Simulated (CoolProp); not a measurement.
A simple Rankine cycle with n-pentane: condensing at 321.15 K, boiler at 0.602 MPa, turbine inlet 375.8 K, turbine efficiency 0.9, pump efficiency 0.6, no recuperator. Each further row changes one setting.

The numbers come from the reference Helmholtz-energy equation of state, Thol 2019 in CoolProp.

```
case                             thermal efficiency (%)  net work (kJ/kg)  heat in (kJ/kg)  turbine exit temperature (K)  volume ratio over the turbine
-------------------------------  ----------------------  ----------------  ---------------  ----------------------------  -----------------------------
as stated                                          10.5              45.7              435                           ___                           4.12
turbine inlet 395.8 K                              10.3               ___              479                         364.1                           4.06
condensing temperature 313.15 K                    12.0              54.3              ___                         337.8                           5.30
boiler pressure 0.421 MPa                           8.0              35.6              ___                         352.7                           2.81
turbine efficiency 0.8                              9.3              40.5              435                         345.9                           4.16
```

Question: Some entries are withheld; supply them.

Answer: 
- as stated, turbine exit temperature (K): 343.2
- turbine inlet 395.8 K, net work (kJ/kg): 49.4
- condensing temperature 313.15 K, heat in (kJ/kg): 454
- boiler pressure 0.421 MPa, heat in (kJ/kg): 443
